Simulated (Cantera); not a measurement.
A Cantera script and what it prints.

```python
import numpy as np
import cantera as ct

gas_names = """
    CL CLO CL2 H HCL HOCL HO2 H2 H2O H2O2 O OH O2 O3 Ti TiCL TiCL2 TiCL3 TiCL4 TiO TiOCL TiOCL2 TiO2
""".split()
cond_names = """
    H2O(s) H2O(L) Ti(a) Ti(b) Ti(L) TiCL2(s) TiCL3(s) TiCL4(L) TiO(a) TiO(b) TiO(L) TiO2(ru) TiO2(L)
    Ti2O3(a) Ti2O3(b) Ti2O3(L) Ti3O5(a) Ti3O5(b) Ti3O5(L) Ti4O7(s) Ti4O7(L)
""".split()


def load(file, names, dense=False):
    # The tables refer to 1 bar. Condensed volumes are neglected.
    table = {s.name: s for s in ct.Species.list_from_file(file)}
    out = []
    for n in names:
        d = dict(table[n].input_data)
        d["thermo"] = dict(d["thermo"], **{"reference-pressure": 1e5})
        if dense:
            d["equation-of-state"] = {"model": "constant-volume", "density": "1e6 g/cm^3"}
        out.append(ct.Species.from_dict(d))
    return out


gas = ct.Solution(thermo="ideal-gas", species=load("nasa_gas.yaml", gas_names))
cond = {s.name: ct.Solution(thermo="fixed-stoichiometry", species=[s], name=s.name)
        for s in load("nasa_condensed.yaml", cond_names, dense=True)}
atoms = {
    'TiCl4': {'Ti': 1, 'CL': 4},
    'O2': {'O': 2},
    'H2': {'H': 2},
}
top_T = {'TiCL2(s)': 1300, 'TiCL3(s)': 1000}  # K; cautious upper limits of use, not melting points


def equilibrate(T, P, feed):
    n = {}
    for name, mol in feed.items():
        for a, k in atoms[name].items():
            n[a] = n.get(a, 0.0) + k * mol
    gas.TPX = T, P, n
    mass = sum(n.values()) * gas.mean_molecular_weight
    gas.equilibrate("TP")
    valid = [c for c in cond.values() if c.min_temp <= T <= top_T.get(c.name, c.max_temp)]
    mix = ct.Mixture([(gas, mass / gas.mean_molecular_weight)] + [(c, 0.0) for c in valid])
    mix.T, mix.P = T, P
    mix.equilibrate("TP", solver="vcs", rtol=1e-11, max_steps=5000)
    return mix


results = []
T = 1300  # K
P = 13332.2  # Pa
for m in [8.8, 12, 16, 21, 27, 36, 48, 64]:
    feed = {'TiCl4': 1, 'O2': 0.23, 'H2': m}  # mol
    mix = equilibrate(T, P, feed)
    results.append((T, P, feed, dict(zip(mix.species_names, mix.species_moles))))

top = {s: max(r[3][s] / sum(r[3][g] for g in gas_names) for r in results) for s in gas_names}
cols = sorted((s for s in top if top[s] > 0.001), key=lambda s: -top[s])[:9]
seen = [c for c in cond_names if any(r[3].get(c, 0) > 1e-12 for r in results)]
print("log10 of partial pressures in bar; condensed amounts in mol")
print(f"{'n(H2)':>10s}" + "".join(f"{s[:9]:>10s}" for s in cols + seen))
for T, P, feed, n in results:
    ng = sum(n[g] for g in gas_names)
    print(f"{feed['H2']:10.4g}" + "".join(f"{np.log10(max(n[s] / ng * P / 1e5, 1e-99)):10.3f}" for s in cols)
          + "".join(f"{n.get(c, 0):10.4g}" for c in seen))
```

Result:

```
log10 of partial pressures in bar; condensed amounts in mol
     n(H2)        H2       HCL     TiCL3     TiCL4    TiO(b)  Ti2O3(b)
       8.8    -0.984    -1.687    -2.333    -2.363         0    0.1533
        12    -0.957    -1.793    -2.398    -2.547         0    0.1533
        16    -0.938    -1.895    -2.468    -2.729         0    0.1533
        21    -0.924    -1.995    -2.543    -2.910         0    0.1533
        27    -0.914    -2.089    -2.618    -3.085         0    0.1533
        36    -0.905    -2.200    -2.711    -3.293         0    0.1533
        48    -0.898    -2.314    -2.810    -3.509         0    0.1533
        64    -0.892    -2.422    -2.922    -3.732   0.03056    0.1431
```

Equilibrium computed with Cantera from the NASA thermochemical tables; the gas is ideal and each condensed phase is pure. Mutual solubility and eutectic melting of coexisting phases are not modelled. The tables' values for TiCl2 are old estimates; treat these amounts as uncertain. TiO: taken at fixed stoichiometry.
